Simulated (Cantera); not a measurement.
Gas mixture: 25.0 % H2, 75.0 % CH3OH, at 20.0 Torr, frozen composition.

Cantera's kinetic-theory transport with the Lennard-Jones parameters of GRI-Mech 3.0, ideal gas; thermal conductivity in the mixture-averaged form. Polar gases are described roughly by these parameters. The composition is frozen, though it would react at the higher temperatures.

One state of this run: ρ (kg/m³) = 0.00605; cp (J/kg/K) = 3384; μ (µPa s) = 39.0; λ (mW/m/K) = 224; Pr = 0.590; D (cm²/s) CO2 = 78.4; D (cm²/s) N2 = 99.3; D (cm²/s) NH3 = 117. D: mixture-averaged diffusion coefficient of that species in the mixture.

**Question.** Which value of T (K) does it belong to?
A) 1150
B) 1300
C) 400
D) 550

**Answer.** B, 1300
